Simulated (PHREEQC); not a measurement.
Solution (25 °C): 0.046 mol/kgw NH4Cl, 3.6e-05 mol/kgw NaF and 0.0095 mol/kgw NaCl. Closed to the air; pH follows from the charge balance.

Computed with PHREEQC (ion-association model, wateq4f.dat).

```
quantity              before    after
-------------------  -------  -------
pH                      5.38     4.56
NH3 (mol/kgw)        5.10e-6  7.71e-7
HF (mol/kgw)         1.78e-7  1.15e-6
NaF (mol/kgw)        1.27e-7  1.24e-7
SI of Halite (NaCl)    -5.04    -5.04
```

Task: Name the change that produced these shifts.
(A) NaF from 3.6e-05 to 7.2e-06 mol/kgw
(B) 0.0017 mol/kgw CO2 added
(C) NaCl from 0.0095 to 0.00475 mol/kgw
(D) NaF from 3.6e-05 to 0.00036 mol/kgw

Result: B, 0.0017 mol/kgw CO2 added

Precipitation was switched off in this run.
